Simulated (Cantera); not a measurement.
Feed: 1 mol Cu2O, 1.2 mol C, 0.13 mol H2, 3.7 mol CH4, at 725 °C and 0.00640 bar.

Equilibrium computed with Cantera from the NASA thermochemical tables; the gas is ideal and each condensed phase is pure. Candidate condensed phases: C, C6H6, C7H8, C8H18, Cu, CuO, Cu(OH)2, Cu2O, H2O; 113 gas species. The numbers say what is thermodynamically allowed, not how fast it happens.

Base state: H2 0.882, CO 0.117, CH4 0.000485, H2O 0.000269, CO2 5.16e-5 (mole fractions); condensed: C(graphite) + Cu(s).

Q: What changes in the equilibrium state with this change: temperature from 725 °C to 2202 °C?

A: 
```
species            before     after
----------------  -------  --------
H2                  0.882     0.534
H                 2.54e-8     0.205
Cu                2.26e-9     0.170
CO                  0.117    0.0852
C2H2 (acetylene)    <1e-9   0.00519
C2H                 <1e-9  0.000136
C(graphite), mol     3.90      3.77
Cu(s), mol           2.00         0
```
